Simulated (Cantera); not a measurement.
An isothermal plug-flow reactor at 873 K and 101000 Pa (inlet), inlet velocity 0.96 m/s, active area per volume 2200 1/m; feed CO : O2 : N2 = 0.0038 : 0.037 : 0.3 (molar parts), equivalence ratio 0.051.

Cantera simulation using Deutschmann's 1995 Pt surface mechanism with GRI-Mech 3.0 gas chemistry; the numbers are that mechanism's predictions, not measurements. Catalytic surfaces can have several steady states; this one follows from the mechanism file's or the stated starting coverage. Mass transfer to the wall is taken as infinitely fast.

x: gas mole fraction; θ: surface coverage.

```csv
z (m),x CO,x O2,x H2O,x CO2,θ free Pt,θ O*
0.00011,[?],0.105,<1e-12,0.00908,0.0933,0.906
0.0002,[?],0.104,<1e-12,0.00997,0.0866,0.913
0.00036,[?],0.104,<1e-12,0.0107,0.0824,0.918
0.00064,[?],0.104,<1e-12,0.0111,0.0803,0.920
0.0011,[?],0.104,<1e-12,0.0112,0.0797,0.920
0.002,[?],0.104,<1e-12,0.0112,0.0797,0.920
0.0036,8.37e-11,0.104,<1e-12,0.0112,0.0797,0.920
0.0064,<1e-12,0.104,<1e-12,0.0112,0.0797,0.920
0.011,<1e-12,0.104,<1e-12,0.0112,0.0797,0.920
```

Task: Some entries are withheld; supply them.

Result: 
- 0.00011, x CO: 0.00212
- 0.0002, x CO: 0.00123
- 0.00036, x CO: 0.000523
- 0.00064, x CO: 0.000130
- 0.0011, x CO: 1.40e-5
- 0.002, x CO: 1.84e-7
